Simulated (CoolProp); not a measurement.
Saturation properties of C2F6 (R116) (Tc = 19.9 °C, pc = 3048 kPa, ω = 0.257).

Computed with CoolProp (reference Helmholtz-energy equation of state, Lemmon 2006). It is a short technical equation, of lower accuracy than the large ones.

```csv
T (°C),p (kPa),liquid density (kg/m³),vapour Z,liquid conductivity (mW/(m K))
-85.25,67.80,1636,0.9661,79.0
-73.05,131.8,1582,0.9457,74.1
-60.75,236.0,1525,0.9182,69.2
-48.45,393.5,1464,0.8828,64.4
-36.15,619.3,1397,0.8386,59.5
-23.95,926.7,1322,0.7843,54.6
-11.65,1339,1235,0.7159,49.5
0.65,1876,1128,0.6275,44.1
12.95,2568,967.8,0.4975,38.6
```

It boils at -78.1 °C under 1 atm.

Thermal conductivity comes from a separate model (Huber 2003), an estimate that may be off by 10 % or more.
